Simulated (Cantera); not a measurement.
**Adiabatic ignition**

An adiabatic, constant-pressure homogeneous reactor starts with CH₄ : O₂ : N₂ = 1 : 1.54 : 5.78 (molar parts), equivalence ratio 1.3, at 1300 K and 101000 Pa.

Model: GRI-Mech 3.0 (53 species, 325 reactions), integrated in Cantera.

| t (s) | T (K) | x CH₄ | x O₂ | x O | x NO₂ | x HCN |
|---|---|---|---|---|---|---|
| 4.00e-6 | 1300 | 0.120 | 0.185 | 5.42e-11 | <1e-12 | <1e-12 |
| 1.51e-5 | 1300 | 0.120 | 0.185 | 7.94e-11 | <1e-12 | <1e-12 |
| 5.71e-5 | 1300 | 0.120 | 0.185 | 1.86e-10 | <1e-12 | <1e-12 |
| 0.000216 | 1300 | 0.120 | 0.185 | 8.24e-10 | <1e-12 | <1e-12 |
| 0.000816 | 1300 | 0.120 | 0.185 | 5.55e-9 | <1e-12 | <1e-12 |
| 0.00309 | 1301 | 0.120 | 0.185 | 1.41e-8 | <1e-12 | <1e-12 |
| 0.0117 | 1341 | 0.112 | 0.179 | 2.40e-7 | <1e-12 | <1e-12 |
| 0.0441 | 2669 | <1e-12 | 0.00260 | 0.00161 | 2.58e-7 | 6.14e-9 |
| 0.167 | 2669 | <1e-12 | 0.00260 | 0.00161 | 2.58e-7 | 6.14e-9 |
| 0.630 | 2669 | <1e-12 | 0.00260 | 0.00161 | 2.58e-7 | 6.14e-9 |
| 2.38 | 2669 | <1e-12 | 0.00260 | 0.00161 | 2.58e-7 | 6.14e-9 |
| 9.00 | 2669 | <1e-12 | 0.00260 | 0.00161 | 2.58e-7 | 6.14e-9 |
x: mole fraction; the columns are a selection and need not sum to one.

The time of steepest temperature rise comes out as 13.4 ms, the temperature at 9.00 s is 2669 K and the equilibrium temperature is 2669 K. The x(CH₄) at 9.00 s is <1e-12 (gas-phase equilibrium <1e-12). The x(O₂) at 9.00 s comes out as 0.00260 (gas-phase equilibrium 0.00260) and the x(O) at 9.00 s is 0.00161 (gas-phase equilibrium 0.00161).
